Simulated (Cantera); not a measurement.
Charge: 1 mol SiC, 2.5 mol N₂O, 6.9 mol N₂, 2.9 mol CO₂, held at 2.55 Torr.

Equilibrium computed with Cantera from the NASA thermochemical tables; the gas is ideal and each condensed phase is pure. Candidate condensed phases: C, Si, SiC, SiO₂, Si₂N₂O, Si₃N₄; 34 gas species. The tables hold silica as quartz up to 1696 K and as liquid above; real silica turns to tridymite and cristobalite and melts near 1996 K. Equilibrium is a limit: real reactors are often held back by kinetics, nucleation or transport. All values below are at 1173 K.

Base state: N₂ 0.707, CO₂ 0.180, CO 0.113 (mole fractions); condensed: SiO₂(β-quartz).

Question: What changes in the equilibrium state with this change: SiC replaced by Si₃N₄?

Answer: 
```json
[
 {"species": "N₂", "before": "0.707", "after": "0.794"},
 {"species": "CO", "before": "0.113", "after": "0.206"},
 {"species": "CO₂", "before": "0.180", "after": "7.03e-6"},
 {"species": "SiO₂(β-quartz), mol", "before": "1.00", "after": "2.60"},
 {"species": "Si₂N₂O(s), mol", "before": "0", "after": "0.200"}
]
```
Mutual solubility and eutectic melting of coexisting phases are not modelled.
